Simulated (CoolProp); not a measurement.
Vapour-liquid equilibrium of cyclohexane (1) + n-octane (2) at 4.21 bar; x and y are mole fractions of (1).

The numbers come from the multi-fluid Helmholtz-energy mixture model, Zhou 2014 and Beckmüller 2019; pair parameters Bell 2016 in CoolProp.

| x | bubble temperature, mixture model (K) | bubble temperature, Raoult's law (K) | y, mixture model | y, Raoult's law |
|---|---|---|---|---|
| 0.05 | 455.9 | 455.5 | 0.101 | 0.119 |
| 0.2 | ___ | 445.4 | ___ | 0.400 |
| 0.35 | 437.8 | 436.7 | 0.561 | 0.597 |
| 0.5 | 430.1 | 429.1 | 0.712 | 0.739 |
| 0.65 | ___ | 422.6 | ___ | 0.844 |
| 0.8 | ___ | 416.8 | 0.913 | 0.923 |
| 0.95 | 411.7 | 411.6 | 0.981 | 0.983 |

Task: Fill in the missing entries.

Result: 
- 0.2, bubble temperature, mixture model (K): 446.5
- 0.2, y, mixture model: 0.361
- 0.65, bubble temperature, mixture model (K): 423.2
- 0.65, y, mixture model: 0.826
- 0.8, bubble temperature, mixture model (K): 417.1

The largest gap from Raoult's law is +1.1 K in bubble temperature, at x = 0.35. No azeotrope shows between x = 0.05 and 0.95.

The pair parameters rest on a limited set of measurements; away from them the model extrapolates.
